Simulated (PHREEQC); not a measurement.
**Acid rinse or clean: an equilibrium model**

Make-up at 50 °C: 0.011 mol H2SO4 and 0.00044 mol NaCl per kg of water. Closed to the air; pH follows from the charge balance.

Model: ion-association model, phreeqc.dat, run in PHREEQC.

Each row changes one thing in this solution. Precipitation was switched off in this run.

```
case                                            pH  ionic strength (mol/kgw)
--------------------------------------------  ----  ------------------------
as made                                       1.87                    0.0200
temperature from 50 to 40 °C                  1.85                    0.0211
H2SO4 replaced by MnSO4 at the same molality  6.18                    0.0289
NaCl replaced by NaBF4 at the same molality   1.88                    0.0197
H2SO4 left out                                6.63                  0.000440
NaCl from 0.00044 to 0.0044 mol/kgw           1.87                    0.0241
```

Away from 25 °C the constants follow the database's enthalpies or fits; those with neither stay at their 25 °C values.
